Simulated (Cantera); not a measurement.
Feed: 1 mol AlN, 8.1 mol H2, held at 1.20e-5 bar.

Equilibrium computed with Cantera from the NASA thermochemical tables; the gas is ideal and each condensed phase is pure. Candidate condensed phases: Al, AlN; 13 gas species. The numbers say what is thermodynamically allowed, not how fast it happens.

Problem. At 2025 K, list the 5 most abundant gas species with their mole fractions, and the condensed phases.

Solution. H2 0.486, H 0.388, Al 0.0839, N2 0.0420, AlH 5.37e-5. Condensed: gas only.
